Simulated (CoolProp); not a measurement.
Hydrogen chloride along the isotherm -50.45 °C: fugacity coefficient from the reference equation and from simpler models built on Tc = 51.5 °C, pc = 83.14 bar, ω = 0.130; each cubic takes its own stable root.

The numbers come from the reference Helmholtz-energy equation of state, Thol 2018 in CoolProp.

```json
[
 {"p (bar)": "2.63", "phase": "gas", "reference": "0.9592"},
 {"p (bar)": "4.25", "phase": "gas", "reference": "0.9340"},
 {"p (bar)": "6.86", "phase": "liquid", "reference": "0.6958"},
 {"p (bar)": "11.1", "phase": "liquid", "reference": "0.4333"},
 {"p (bar)": "17.9", "phase": "liquid", "reference": "0.2720"},
 {"p (bar)": "28.9", "phase": "liquid", "reference": "0.1718"},
 {"p (bar)": "46.8", "phase": "liquid", "reference": "0.1096"},
 {"p (bar)": "75.5", "phase": "liquid", "reference": "0.07148"},
 {"p (bar)": "122", "phase": "liquid", "reference": "0.04803"},
 {"p (bar)": "197", "phase": "liquid", "reference": "0.03393"},
 {"p (bar)": "319", "phase": "liquid", "reference": "0.02588"},
 {"p (bar)": "515", "phase": "liquid", "reference": "0.02236"},
 {"p (bar)": "831", "phase": "liquid", "reference": "0.02338"}
]
```

**Question.** How far does each simpler model (van der Waals, Redlich-Kwong, Soave-Redlich-Kwong, Peng-Robinson) lie from the reference over these 13 states: mean and median of the absolute difference, and the worst?

**Answer.** 
- van der Waals: mean 191.2 %, median 180.4 %, worst +536.0 % at -50.45 °C and 831 bar
- Redlich-Kwong: mean 21.6 %, median 20.3 %, worst +45.9 % at -50.45 °C and 831 bar
- Soave-Redlich-Kwong: mean 5.6 %, median 2.6 %, worst +22.6 % at -50.45 °C and 831 bar
- Peng-Robinson: mean 1.5 %, median 1.3 %, worst +2.7 % at -50.45 °C and 831 bar

At some of these states van der Waals gives the other phase, because its saturation line lies elsewhere.
